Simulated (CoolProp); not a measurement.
The fluid at 298.15 K and 0.942 MPa flows at 0.062 m/s in a round tube of 25 mm bore and 45 µm roughness, fully developed (64/Re and Nu = 3.66 if laminar; Colebrook and Gnielinski if turbulent). The same conditions are run with several fluids, on thermodynamics alone (safety and materials aside).

Computed with CoolProp (reference Helmholtz-energy equation of state of each fluid (normal hydrogen: Leachman 2009; oxygen: Schmidt 1985; dry air: Lemmon 2000; methane: Setzmann 1991)). Blends and air are pseudo-pure fits.

Problem. Rank normal hydrogen, oxygen, dry air, methane by Reynolds number, highest first.

Solution. dry air (921), oxygen (915), methane (849), normal hydrogen (133)

| fluid | Darcy friction factor | pressure drop (Pa/m) | heat-transfer coefficient (W/(m² K)) | mass flow (kg/h) |
|---|---|---|---|---|
| normal hydrogen | 0.483 | 0.0283 | 27.4 | 0.0835 |
| oxygen | 0.0700 | 0.0658 | 3.91 | 1.34 |
| dry air | 0.0695 | 0.0590 | 3.88 | 1.21 |
| methane | 0.0754 | 0.0359 | 5.08 | 0.679 |

Transport values come from each fluid's own correlations.
